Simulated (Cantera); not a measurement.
Feed: 1 mol Si, 0.77 mol HCl, 3.4 mol H₂, equilibrated at 1498.15 K and 0.133 bar.

Method: chemical equilibrium by Gibbs-energy minimisation in Cantera with the NASA 1993 tables (ideal gas, pure condensed phases). Candidate condensed phases: Si; 19 gas species. The tables' values for SiCl₃ are old estimates; treat these amounts as uncertain. The numbers say what is thermodynamically allowed, not how fast it happens.

Base state: H₂ 0.862, HCl 0.0973, SiCl₂ 0.0352, SiCl₃ 0.00340, SiCl₄ 0.00105, SiHCl₃ 0.000954, SiH₂Cl₂ 0.000138, H 4.38e-5 (mole fractions); condensed: Si(s).

What changes in the equilibrium state with this change: H₂ from 3.4 to 1.3 mol?


```tsv
species	before	after
H₂	0.862	0.755
HCl	0.0973	0.140
SiCl₂	0.0352	0.0834
SiCl₃	0.00340	0.0124
SiCl₄	0.00105	0.00586
SiHCl₃	0.000954	0.00325
SiH₂Cl₂	0.000138	0.000286
Si(s), mol	0.831	0.786
```
